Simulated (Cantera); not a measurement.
An isothermal, constant-pressure homogeneous reactor starts with NO : N2 : H2O = 1 : 0.14 : 0.085 (molar parts), at 1923 K and 1.01 bar.

Detailed kinetics in Cantera: GRI-Mech 3.0 (53 species, 325 reactions).

One state of this run: x NO = 0.753; x NO2 = 0.000595; x O2 = 0.0309; x N2O = 0.000177; x N2 = 0.146. x: mole fraction; the columns are a selection and need not sum to one.

Question: Which value of t (s) does it belong to?
A) 0.0684
B) 4.00
C) 7.76e-5
D) 0.00117

Answer: A, 0.0684
